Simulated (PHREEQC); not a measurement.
A solution holds 0.0092 mol NH4HCO3 per kg of water, at 25 °C. Closed to the air; pH follows from the charge balance.

Model: ion-association model, phreeqc.dat, run in PHREEQC.

Each row changes one thing in this solution. No solid was allowed to form.

| case | pH | ionic strength (mol/kgw) | NH4+ (mol/kgw) | NH3 (mol/kgw) |
|---|---|---|---|---|
| as made | 7.77 | 0.00896 | 0.00893 | 0.000272 |
| temperature from 25 to 85 °C | (withheld) | 0.00777 | 0.00776 | (withheld) |
| NH4HCO3 from 0.0092 to 0.00184 mol/kgw | 7.77 | 0.00179 | 0.00178 | 5.76e-5 |
| 0.00079 mol/kgw HBr added | 7.28 | 0.00912 | 0.00911 | 8.89e-5 |
| temperature from 25 to 5 °C | 8.15 | 0.00910 | 0.00906 | (withheld) |
| temperature from 25 to 65 °C | (withheld) | 0.00835 | 0.00834 | 0.000861 |
| temperature from 25 to 45 °C | 7.47 | 0.00873 | 0.00871 | 0.000493 |
| NH4HCO3 replaced by NH3 at the same molality | (withheld) | 0.000405 | 0.000405 | 0.00880 |
| diluted 10-fold with water | 7.77 | 0.000894 | 0.000891 | 2.91e-5 |

**Question.** Fill in the missing entries.

**Answer.** 
- temperature from 25 to 85 °C, pH: 7.04
- temperature from 25 to 85 °C, NH3 (mol/kgw): 0.00144
- temperature from 25 to 5 °C, NH3 (mol/kgw): 0.000143
- temperature from 25 to 65 °C, pH: 7.23
- NH4HCO3 replaced by NH3 at the same molality, pH: 10.59

Species that the database lacks are ignored. At this temperature some constants are extrapolated from 25 °C, and those without enthalpy data are left unchanged.
